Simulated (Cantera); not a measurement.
Cantera run:

```python
import numpy as np
import cantera as ct

gas_names = [...]  # 91 gases of nasa_gas.yaml made of C, Cl, H
cond_names = """
    C(gr) C6H6(L) C7H8(L) C8H18(L),n-octa
""".split()


# ... load() reads the species with a 1 bar reference pressure and builds the phases ...
atoms = {
    'CCl4': {'C': 1, 'CL': 4},
    'H2': {'H': 2},
}
top_T = {'C(gr)': 4500}  # K; cautious upper limits of use, not melting points


# ... equilibrate(T, P, feed) seeds the gas with the atoms and calls Mixture.equilibrate('TP', solver="vcs", rtol=1e-11, max_steps=5000) ...
results = []
feed = {'CCl4': 1, 'H2': 1.3}  # mol
P = 3.1  # Pa
for T in [1150, 1250, 1350, 1450, 1550, 1650, 1750, 1850, 1950, 2050, 2150, 2250, 2350, 2450]:
    mix = equilibrate(T, P, feed)
    results.append((T, P, feed, dict(zip(mix.species_names, mix.species_moles))))
    x = sorted(zip(gas.X, gas.species_names), reverse=True)
    print(f"T = {T:g} K  P = {P:g} Pa  gas = {mix.phase_moles(0):.4g} mol")
    print("   x: " + "  ".join(f"{s} {v:.3e}" for v, s in x if v > 1e-06))
    print("   condensed (mol): " + ("  ".join(f"{mix.phase(i).name} {mix.phase_moles(i):.4g}"
          for i in range(1, mix.n_phases) if mix.phase_moles(i) > 1e-12) or "none"))
```

Output:

```
T = 1150 K  P = 3.1 Pa  gas = 3.597 mol
   x: HCL 7.229e-01  CL 1.649e-01  CL2 1.122e-01
   condensed (mol): C(gr) 1
T = 1250 K  P = 3.1 Pa  gas = 3.844 mol
   x: HCL 6.765e-01  CL 2.828e-01  CL2 4.072e-02
   condensed (mol): C(gr) 1
T = 1350 K  P = 3.1 Pa  gas = 3.962 mol
   x: HCL 6.562e-01  CL 3.343e-01  CL2 9.531e-03
   condensed (mol): C(gr) 1
T = 1450 K  P = 3.1 Pa  gas = 3.991 mol
   x: HCL 6.514e-01  CL 3.464e-01  CL2 2.186e-03  H2 6.768e-06  H 4.419e-06
   condensed (mol): C(gr) 1
T = 1550 K  P = 3.1 Pa  gas = 3.998 mol
   x: HCL 6.501e-01  CL 3.492e-01  CL2 5.772e-04  H2 7.067e-05  H 4.755e-05
   condensed (mol): C(gr) 1
T = 1650 K  P = 3.1 Pa  gas = 4.003 mol
   x: HCL 6.480e-01  CL 3.509e-01  H2 5.581e-04  H 3.855e-04  CL2 1.778e-04
   condensed (mol): C(gr) 1
T = 1750 K  P = 3.1 Pa  gas = 4.023 mol
   x: HCL 6.373e-01  CL 3.569e-01  H2 3.310e-03  H 2.403e-03  CL2 6.416e-05
   condensed (mol): C(gr) 1
T = 1850 K  P = 3.1 Pa  gas = 4.101 mol
   x: HCL 5.962e-01  CL 3.793e-01  H2 1.336e-02  H 1.118e-02  CL2 2.826e-05  C2H2,acetylene 3.493e-06
   condensed (mol): C(gr) 1
T = 1950 K  P = 3.1 Pa  gas = 4.301 mol
   x: HCL 5.018e-01  CL 4.282e-01  H 3.724e-02  H2 3.271e-02  C2H2,acetylene 1.788e-05  CL2 1.545e-05
   condensed (mol): C(gr) 0.9998
T = 2050 K  P = 3.1 Pa  gas = 4.66 mol
   x: CL 4.924e-01  HCL 3.660e-01  H 9.134e-02  H2 5.026e-02  C2H2,acetylene 5.336e-05  CL2 9.505e-06  C3 2.971e-06  C 2.809e-06  C2H 2.143e-06  C2HCL 1.826e-06
   condensed (mol): C(gr) 0.9994
T = 2150 K  P = 3.1 Pa  gas = 5.163 mol
   x: CL 5.486e-01  HCL 2.261e-01  H 1.730e-01  H2 5.215e-02  C2H2,acetylene 1.010e-04  C3 2.763e-05  C 1.983e-05  C2H 1.006e-05  CL2 5.890e-06  C2HCL 2.592e-06  C2 2.392e-06
   condensed (mol): C(gr) 0.9983
T = 2250 K  P = 3.1 Pa  gas = 5.71 mol
   x: CL 5.826e-01  H 2.607e-01  HCL 1.180e-01  H2 3.820e-02  C3 2.096e-04  C2H2,acetylene 1.279e-04  C 1.175e-04  C2H 3.463e-05  C2 1.846e-05  CL2 3.523e-06  C2HCL 2.884e-06
   condensed (mol): C(gr) 0.9936
T = 2350 K  P = 3.1 Pa  gas = 6.149 mol
   x: CL 5.964e-01  H 3.260e-01  HCL 5.408e-02  H2 2.119e-02  C3 1.332e-03  C 5.980e-04  C2 1.194e-04  C2H2,acetylene 1.169e-04  C2H 9.196e-05  C2HCL 2.641e-06  CL2 2.065e-06  C5 1.981e-06
   condensed (mol): C(gr) 0.9676
T = 2450 K  P = 3.1 Pa  gas = 6.454 mol
   x: CL 5.966e-01  H 3.594e-01  HCL 2.320e-02  H2 9.922e-03  C3 7.245e-03  C 2.662e-03  C2 6.613e-04  C2H 2.020e-04  C2H2,acetylene 8.656e-05  C5 1.727e-05  C4 3.662e-06  C2HCL 2.136e-06  CH 2.018e-06  CCL 1.571e-06  CL2 1.211e-06
   condensed (mol): C(gr) 0.8296
```

Cantera equilibrium calculation (NASA polynomials, part measured and part estimated; ideal gas, pure solids and liquids).
